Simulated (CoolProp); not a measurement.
Vapour-liquid equilibrium of methanol (1) + toluene (2) at 0.28 MPa; x and y are mole fractions of (1).

Values from CoolProp's multi-fluid Helmholtz-energy mixture model, de Reuck 1993 and Lemmon 2006; pair parameters Bell 2016.

```tsv
x	bubble temperature (K)	y at the bubble point	dew temperature at overall composition x (K)	liquid density (mol/L)
0.05	397.4	0.471	421.5	8.539
0.2	375.0	0.731	413.7	9.682
0.35	370.9	0.771	405.2	10.86
0.5	369.5	0.788	395.3	12.35
0.65	368.3	0.812	383.0	14.33
0.8	367.0	0.862	368.8	17.03
0.95	366.0	0.956	366.0	20.83
```

No azeotrope shows between x = 0.05 and 0.95.

The pair parameters rest on a limited set of measurements; away from them the model extrapolates. With so large a gap from Raoult's law the liquid may split in two, which this calculation doesn't test in full.
